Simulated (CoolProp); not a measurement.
R143a at 190.33 K and 0.00857 MPa is compressed adiabatically to 0.067 MPa with isentropic efficiency 0.7. Each further row changes one setting.

Values from CoolProp's reference Helmholtz-energy equation of state, Lemmon and Jacobsen 2000.

```csv
case,work (kJ/kg),final temperature (K),final density (kg/m³)
as stated,62.9,271.7,2.53
efficiency 1,44.1,250.0,2.77
efficiency 0.65,67.8,277.0,2.48
```
